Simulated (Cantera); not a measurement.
**Adiabatic ignition**

An adiabatic, constant-pressure homogeneous reactor starts with 1.41 % CH₄, 0.0693 % C₂H₆, 0.947 % C₃H₈, 16.3 % O₂, 81.3 % N₂, equivalence ratio 0.48, at 1373 K and 4.93 atm.

Cantera simulation using GRI-Mech 3.0 (53 species, 325 reactions); the numbers are that mechanism's predictions, not measurements. GRI-Mech 3.0 was tuned for natural gas; its chemistry of propane as a main component is partial and can be far from experiment.

```tsv
t (s)	T (K)	x CH₄	x C₂H₆	x C₃H₈	x CH₂O	x HCO	x CH₃	x CO
4.00e-6	1373	0.0141	0.000692	0.00945	1.09e-6	2.39e-11	2.46e-5	1.54e-8
8.75e-6	1373	0.0141	0.000692	0.00941	8.64e-6	2.50e-10	5.74e-5	1.73e-7
1.91e-5	1372	0.0141	0.000706	0.00927	5.88e-5	2.96e-9	0.000124	2.73e-6
4.18e-5	1373	0.0140	0.000799	0.00885	0.000233	1.49e-8	0.000164	2.84e-5
9.15e-5	1377	0.0138	0.00103	0.00768	0.000703	7.08e-8	0.000187	0.000230
0.000200	2021	<1e-12	<1e-12	<1e-12	4.74e-11	2.10e-8	<1e-12	0.0134
0.000437	2194	<1e-12	<1e-12	<1e-12	<1e-12	1.37e-11	<1e-12	0.000421
0.000956	2195	<1e-12	<1e-12	<1e-12	<1e-12	1.22e-11	<1e-12	0.000390
0.00209	2194	<1e-12	<1e-12	<1e-12	<1e-12	1.21e-11	<1e-12	0.000390
0.00457	2194	<1e-12	<1e-12	<1e-12	<1e-12	1.21e-11	<1e-12	0.000389
0.0100	2193	<1e-12	<1e-12	<1e-12	<1e-12	1.20e-11	<1e-12	0.000388
0.0219	2192	<1e-12	<1e-12	<1e-12	<1e-12	1.18e-11	<1e-12	0.000385
0.0478	2190	<1e-12	<1e-12	<1e-12	<1e-12	1.15e-11	<1e-12	0.000379
0.105	2185	<1e-12	<1e-12	<1e-12	<1e-12	1.09e-11	<1e-12	0.000370
0.229	2181	<1e-12	<1e-12	<1e-12	<1e-12	1.03e-11	<1e-12	0.000361
0.500	2178	<1e-12	<1e-12	<1e-12	<1e-12	1.01e-11	<1e-12	0.000357
```
x: mole fraction; the columns are a selection and need not sum to one.

| Item | Result |
|---|---|
| time of steepest temperature rise | 0.187 ms |
| temperature at 0.500 s | 2178 K |
| equilibrium temperature | 2178 K |
| x(CH₄) at 0.500 s | <1e-12 (gas-phase equilibrium <1e-12) |
| x(C₂H₆) at 0.500 s | <1e-12 (gas-phase equilibrium <1e-12) |
| x(C₃H₈) at 0.500 s | <1e-12 (gas-phase equilibrium <1e-12) |
